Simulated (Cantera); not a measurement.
Cantera run:

```python
import numpy as np
import cantera as ct

gas_names = """
    B BF BF2 BF3 BO BOF BOF2 BO2 B2 B2O B2O2 B2O3 B3O3F3 F FO FO2 F2 F2O O O2 O3
""".split()
cond_names = """
    B(b) B(L) B2O3(L)
""".split()


# ... load() reads the species with a 1 bar reference pressure and builds the phases ...
atoms = {
    'B2O3': {'B': 2, 'O': 3},
    'F2': {'F': 2},
    'O2': {'O': 2},
}
top_T = {}  # K; cautious upper limits of use, not melting points


# ... equilibrate(T, P, feed) seeds the gas with the atoms and calls Mixture.equilibrate('TP', solver="vcs", rtol=1e-11, max_steps=5000) ...
results = []
T = 1325  # K
P = 20  # Pa
for m in [2.3, 3.9, 5.6, 7.2, 8.8, 10, 12, 14]:
    feed = {'B2O3': 1, 'F2': m, 'O2': 1.3}  # mol
    mix = equilibrate(T, P, feed)
    results.append((T, P, feed, dict(zip(mix.species_names, mix.species_moles))))

top = {s: max(r[3][s] / sum(r[3][g] for g in gas_names) for r in results) for s in gas_names}
cols = sorted((s for s in top if top[s] > 0.0001), key=lambda s: -top[s])[:5]
seen = [c for c in cond_names if any(r[3].get(c, 0) > 1e-12 for r in results)]
print("log10 of partial pressures in bar; condensed amounts in mol")
print(f"{'n(F2)':>10s}" + "".join(f"{s[:9]:>10s}" for s in cols + seen))
for T, P, feed, n in results:
    ng = sum(n[g] for g in gas_names)
    print(f"{feed['F2']:10.4g}" + "".join(f"{np.log10(max(n[s] / ng * P / 1e5, 1e-99)):10.3f}" for s in cols)
          + "".join(f"{n.get(c, 0):10.4g}" for c in seen))
```

It prints:

```
log10 of partial pressures in bar; condensed amounts in mol
     n(F2)         F        O2       BF3       BOF        F2
       2.3    -9.403    -3.958    -4.233    -4.502   -18.910
       3.9    -4.263    -4.071    -4.217   -14.822    -8.631
       5.6    -3.983    -4.252    -4.398   -15.653    -8.071
       7.2    -3.895    -4.372    -4.518   -16.009    -7.895
       8.8    -3.849    -4.467    -4.613   -16.242    -7.803
        10    -3.827    -4.526    -4.672   -16.376    -7.759
        12    -3.802    -4.610    -4.756   -16.553    -7.708
        14    -3.785    -4.680    -4.826   -16.692    -7.674
```

Cantera equilibrium calculation (NASA polynomials, part measured and part estimated; ideal gas, pure solids and liquids).
